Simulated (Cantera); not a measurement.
**Fluorocarbon and chlorocarbon gases: CHF3 + CH4 + H2**

A closed system holds: 1 mol CHF3, 0.49 mol CH4, 8.3 mol H2, at 1452 °C and 0.133 bar.

Equilibrium computed with Cantera from the NASA thermochemical tables; the gas is ideal and each condensed phase is pure. Candidate condensed phases: C, C6H6, C7H8, C8H18; 95 gas species. Kinetics and transport are ignored.

```
Quantity                Result
-------------------  ---------
x(H2)                    0.734
x(HF)                    0.266
x(H)                  0.000436
x(CH4)                 7.16e-5
x(C2H2 (acetylene))    6.76e-5
n(C(graphite))        1.49 mol
gas amount           11.28 mol
```
